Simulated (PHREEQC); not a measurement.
0.012 g of hydrous ferric oxide (600 m²/g; 0.2 weak and 0.005 strong sites per Fe, Dzombak-Morel constants, diffuse double layer) in 1 kg of water with 0.01 mol/kgw of an inert sodium salt and 0.0092 mmol/kgw SrCl2, at 25 °C; the pH is set by adding NaOH or the inert anion's acid. Oxygen alone is held at its pressure in air (log pO2 = -0.68). CO2 from the air is kept out. Precipitation was switched off in this run.

Base run: PHREEQC, ion-association model, wateq4f.dat. Each further column changes one thing. The table gives surface charge σ (C/m²).

```json
[
 {"pH": "3", "base": "0.324", "background salt from 0.01 to 0.001 mol/kgw": "0.252", "oxide from 0.012 to 0.06 g/kgw": "0.325", "6e-05 mol/kgw ZnCl2 added": "0.325"},
 {"pH": "3.75", "base": "0.246", "background salt from 0.01 to 0.001 mol/kgw": "0.143", "oxide from 0.012 to 0.06 g/kgw": "0.246", "6e-05 mol/kgw ZnCl2 added": "0.246"},
 {"pH": "4.12", "base": "0.202", "background salt from 0.01 to 0.001 mol/kgw": "0.107", "oxide from 0.012 to 0.06 g/kgw": "0.202", "6e-05 mol/kgw ZnCl2 added": "0.203"},
 {"pH": "4.88", "base": "0.124", "background salt from 0.01 to 0.001 mol/kgw": "0.057", "oxide from 0.012 to 0.06 g/kgw": "0.124", "6e-05 mol/kgw ZnCl2 added": "0.124"},
 {"pH": "5.25", "base": "0.094", "background salt from 0.01 to 0.001 mol/kgw": "0.040", "oxide from 0.012 to 0.06 g/kgw": "0.094", "6e-05 mol/kgw ZnCl2 added": "0.095"},
 {"pH": "6", "base": "0.050", "background salt from 0.01 to 0.001 mol/kgw": "0.019", "oxide from 0.012 to 0.06 g/kgw": "0.050", "6e-05 mol/kgw ZnCl2 added": "0.052"},
 {"pH": "6.75", "base": "0.023", "background salt from 0.01 to 0.001 mol/kgw": "0.008", "oxide from 0.012 to 0.06 g/kgw": "0.023", "6e-05 mol/kgw ZnCl2 added": "0.028"},
 {"pH": "7.12", "base": "0.015", "background salt from 0.01 to 0.001 mol/kgw": "0.005", "oxide from 0.012 to 0.06 g/kgw": "0.015", "6e-05 mol/kgw ZnCl2 added": "0.024"},
 {"pH": "7.88", "base": "0.003", "background salt from 0.01 to 0.001 mol/kgw": "0.001", "oxide from 0.012 to 0.06 g/kgw": "0.003", "6e-05 mol/kgw ZnCl2 added": "0.022"},
 {"pH": "8.25", "base": "-0.001", "background salt from 0.01 to 0.001 mol/kgw": "0.000", "oxide from 0.012 to 0.06 g/kgw": "-0.001", "6e-05 mol/kgw ZnCl2 added": "0.020"},
 {"pH": "9", "base": "-0.011", "background salt from 0.01 to 0.001 mol/kgw": "-0.004", "oxide from 0.012 to 0.06 g/kgw": "-0.011", "6e-05 mol/kgw ZnCl2 added": "0.011"}
]
```

The oxide is taken as insoluble; below pH 4 it would dissolve. In at least one series the solution becomes supersaturated in solids that the run did not let form, among them Zn(OH)2-e.
